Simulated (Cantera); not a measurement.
**Transport properties of process gases**

Gas mixture: 25.9 % N2, 74.1 % O2, at 3.10 bar, frozen composition.

Cantera's kinetic-theory transport with the Lennard-Jones parameters of GRI-Mech 3.0, ideal gas; thermal conductivity in the mixture-averaged form.

| T (K) | ρ (kg/m³) | cp (J/kg/K) | μ (µPa s) | λ (mW/m/K) | Pr | D (cm²/s) H2O | D (cm²/s) CH4 | D (cm²/s) N2 |
|---|---|---|---|---|---|---|---|---|
| 400 | 2.89 | 966.0 | 24.8 | 33.6 | 0.713 | 0.130 | 0.123 | 0.113 |
| 500 | 2.31 | 991.7 | 29.0 | 40.6 | 0.710 | 0.198 | 0.181 | 0.166 |
| 600 | 1.92 | 1019 | 32.9 | 47.4 | 0.708 | 0.278 | 0.248 | 0.226 |
| 700 | 1.65 | 1046 | 36.5 | 54.0 | 0.708 | 0.367 | 0.322 | 0.293 |
| 800 | 1.44 | 1070 | 39.9 | 60.3 | 0.709 | 0.466 | 0.403 | 0.367 |
| 900 | 1.28 | 1091 | 43.2 | 66.4 | 0.709 | 0.573 | 0.492 | 0.447 |
D: mixture-averaged diffusion coefficient of that species in the mixture.
